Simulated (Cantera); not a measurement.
Charge: 1 mol Al, 0.97 mol H₂O, 1.1 mol H₂, 1.9 mol O₂, equilibrated at 1998.15 K and 36.0 Pa.

Method: chemical equilibrium by Gibbs-energy minimisation in Cantera with the NASA 1993 tables (ideal gas, pure condensed phases). Candidate condensed phases: Al, Al₂O₃, H₂O; 19 gas species. Kinetics and transport are ignored.

Base state: H₂O 0.697, O₂ 0.213, OH 0.0390, H₂ 0.0227, O 0.0160, H 0.0127, AlO₂H 1.22e-5 (mole fractions); condensed: Al₂O₃(s).

What changes in the equilibrium state with this change: O₂ from 1.9 to 0.73 mol?


```json
[
 {"species": "H₂", "before": "0.0227", "after": "0.506"},
 {"species": "H₂O", "before": "0.697", "after": "0.428"},
 {"species": "H", "before": "0.0127", "after": "0.0602"},
 {"species": "O₂", "before": "0.213", "after": "0.000161"},
 {"species": "O", "before": "0.0160", "after": "0.000442"},
 {"species": "OH", "before": "0.0390", "after": "0.00508"},
 {"species": "AlO₂H", "before": "1.22e-5", "after": "9.61e-6"},
 {"species": "Al₂O₃(s), mol", "before": "0.500", "after": "0.500"}
]
```
